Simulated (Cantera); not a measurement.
Mixture: 2.72 % CH₄, 0.516 % C₂H₆, 3.53 % C₃H₈, 22.6 % O₂, 63.3 % N₂, 7.33 % CO₂, at 255 Torr, adiabatic and at constant pressure. Ignition delay is the time to a rise of 400 K.

Computed with Cantera and GRI-Mech 3.0 (53 species, 325 reactions). GRI-Mech 3.0 was tuned for natural gas; its chemistry of propane as a main component is partial and can be far from experiment.

Question: Predict: delay at 1150 K; delay at 1250 K; delay at 1350 K; delay at 1450 K; delay at 1550 K; delay at 1650 K; apparent activation energy between 1450 and 1650 K.

Answer: 
| Quantity | Value |
|---|---|
| delay at 1150 K | 20.8 ms |
| delay at 1250 K | 3.26 ms |
| delay at 1350 K | 0.756 ms |
| delay at 1450 K | 0.254 ms |
| delay at 1550 K | 0.113 ms |
| delay at 1650 K | 61.7 µs |
| apparent activation energy between 1450 and 1650 K | 140 kJ/mol |
